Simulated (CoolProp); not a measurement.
n-perfluoropentane along the isotherm 458.4 K: density (kg/m³) from the reference equation and from simpler models built on Tc = 421.0 K, pc = 2063 kPa, ω = 0.436; each cubic takes its own stable root.

Values from CoolProp's reference Helmholtz-energy equation of state, Gao 2022.

```tsv
p (kPa)	phase	reference
31.6	gas	2.397
46.4	gas	3.526
68.1	gas	5.189
100	gas	7.650
147	gas	11.31
215	gas	16.69
316	gas	24.85
464	gas	37.22
681	gas	56.35
1000	gas	86.95
1470	gas	139.0
2150	supercritical	236.7
3160	supercritical	478.6
4640	supercritical	847.6
6810	supercritical	1014
10000	supercritical	1122
```

Problem. How far does each simpler model (van der Waals, Redlich-Kwong, Peng-Robinson) lie from the reference over these 16 states: mean and median of the absolute difference, and the worst?

Solution. 
- van der Waals: mean 4.9 %, median 0.1 %, worst -21.1 % at 458.4 K and 10000 kPa
- Redlich-Kwong: mean 2.2 %, median 0.5 %, worst +12.8 % at 458.4 K and 3160 kPa
- Peng-Robinson: mean 1.3 %, median 0.9 %, worst -6.9 % at 458.4 K and 4640 kPa
